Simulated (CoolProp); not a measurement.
Properties of cyclopentane along the isotherm 550 K (Tc = 511.7 K, pc = 4.583 MPa, ω = 0.202).

Values from CoolProp's reference Helmholtz-energy equation of state, Gedanitz 2015.

```json
[
 {"p (MPa)": "1.15", "phase": "gas", "speed of sound (m/s)": "245.1", "Joule-Thomson coefficient (K/MPa)": "6.138"},
 {"p (MPa)": "2.29", "phase": "gas", "speed of sound (m/s)": "226.6", "Joule-Thomson coefficient (K/MPa)": "[?]"},
 {"p (MPa)": "3.44", "phase": "gas", "speed of sound (m/s)": "205.7", "Joule-Thomson coefficient (K/MPa)": "7.723"},
 {"p (MPa)": "4.58", "phase": "gas", "speed of sound (m/s)": "[?]", "Joule-Thomson coefficient (K/MPa)": "8.910"},
 {"p (MPa)": "5.73", "phase": "supercritical", "speed of sound (m/s)": "159.1", "Joule-Thomson coefficient (K/MPa)": "9.866"},
 {"p (MPa)": "6.87", "phase": "supercritical", "speed of sound (m/s)": "153.3", "Joule-Thomson coefficient (K/MPa)": "[?]"},
 {"p (MPa)": "8.02", "phase": "supercritical", "speed of sound (m/s)": "185.2", "Joule-Thomson coefficient (K/MPa)": "4.507"},
 {"p (MPa)": "9.17", "phase": "supercritical", "speed of sound (m/s)": "232.5", "Joule-Thomson coefficient (K/MPa)": "2.583"},
 {"p (MPa)": "10.3", "phase": "supercritical", "speed of sound (m/s)": "274.8", "Joule-Thomson coefficient (K/MPa)": "1.705"},
 {"p (MPa)": "11.5", "phase": "supercritical", "speed of sound (m/s)": "[?]", "Joule-Thomson coefficient (K/MPa)": "[?]"}
]
```

Task: What belongs in the gaps?

Result: 
- 2.29, Joule-Thomson coefficient (K/MPa): 6.814
- 4.58, speed of sound (m/s): 182.3
- 6.87, Joule-Thomson coefficient (K/MPa): 8.061
- 11.5, speed of sound (m/s): 313.5
- 11.5, Joule-Thomson coefficient (K/MPa): 1.201
